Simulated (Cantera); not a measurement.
What does this Cantera script print?

```python
import numpy as np
import cantera as ct

gas = ct.Solution("gri30.yaml")


def delay(T, t_max=10):
    gas.TPX = T, 100000, {'CH4': 1, 'O2': 1.54, 'N2': 5.78}
    reactor = ct.IdealGasReactor(gas, clone=False)
    net = ct.ReactorNet([reactor])
    net.rtol, net.atol = 1e-8, 1e-16
    while net.time < t_max:
        t_old, T_old = net.time, reactor.T
        net.step()
        if reactor.T > T + 400:  # ignition: a rise of 400 K
            return t_old + (T + 400 - T_old) / (reactor.T - T_old) * (net.time - t_old)
    return np.nan


taus = []
for T in [1200, 1250, 1300, 1350, 1400, 1450, 1500]:
    taus.append(delay(T))
    print(f"T0 = {T:6g} K   tau = {taus[-1]:.4e} s")
```

It prints:

```
T0 =   1200 K   tau = 5.0041e-02 s
T0 =   1250 K   tau = 2.4793e-02 s
T0 =   1300 K   tau = 1.2713e-02 s
T0 =   1350 K   tau = 6.7343e-03 s
T0 =   1400 K   tau = 3.6845e-03 s
T0 =   1450 K   tau = 2.0853e-03 s
T0 =   1500 K   tau = 1.2238e-03 s
```

Cantera simulation using GRI-Mech 3.0 (53 species, 325 reactions); the numbers are that mechanism's predictions, not measurements.
